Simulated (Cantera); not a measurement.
An isothermal, constant-pressure homogeneous reactor starts with C₂H₆ : N₂ = 1 : 13 (molar parts), at 1700 K and 25000 Pa. Integrator tolerance rtol = 1e-08.

Computed with Cantera and GRI-Mech 3.0 (53 species, 325 reactions). GRI-Mech 3.0 stops at C3 and has no aromatics, soot or wall deposition, so with more carbon than oxygen in the feed, carbon stays in small species such as C2H2 where larger ones or solid carbon would form.

**Question.** What does this change do: 0.018 parts H2O added?

**Answer.** 
| quantity | before | after |
|---|---|---|
| x(C₂H₆) at 2.00 s | 2.00e-8 (gas-phase equilibrium 2.49e-9) | 2.90e-8 (gas-phase equilibrium 2.50e-9) |
| x(C₂H₄) at 2.00 s | 9.32e-5 (gas-phase equilibrium 3.53e-5) | 9.30e-5 (gas-phase equilibrium 3.52e-5) |
| x(CH₄) at 2.00 s | 0.000708 (gas-phase equilibrium 0.000214) | 0.000868 (gas-phase equilibrium 0.000216) |
| x(CH₃) at 2.00 s | 1.20e-5 (gas-phase equilibrium 3.64e-6) | 1.48e-5 (gas-phase equilibrium 3.65e-6) |
| x(H) at 2.00 s | 0.000104 (gas-phase equilibrium 0.000105) | 0.000105 (gas-phase equilibrium 0.000105) |
| x(C₂H) at 2.00 s | 2.91e-7 (gas-phase equilibrium 1.10e-7) | 2.88e-7 (gas-phase equilibrium 1.08e-7) |
| x(C₂H₂) at 2.00 s | 0.0621 (gas-phase equilibrium 0.0235) | 0.0615 (gas-phase equilibrium 0.0231) |
